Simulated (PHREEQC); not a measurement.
A solution holds 0.014 mol/kgw Sr(NO3)2, at 25 °C. Closed to the air; pH follows from the charge balance.

All values are PHREEQC results (ion-association model, phreeqc.dat), not measurements.

```
Quantity                      Result
--------------------  --------------
ionic strength        0.0420 mol/kgw
specific conductance      3040 µS/cm
```

| species | molality | activity | log γ |
|---|---|---|---|
| NO3- | 0.0280 | 0.0229 | -0.087 |
| Sr+2 | 0.0140 | 0.00696 | -0.304 |
| H+ | 1.21e-7 | 1.05e-7 | -0.065 |
| OH- | 1.17e-7 | 9.67e-8 | -0.085 |
| SrOH+ | 4.08e-9 | 3.41e-9 | -0.078 |

Precipitation was switched off in this run.
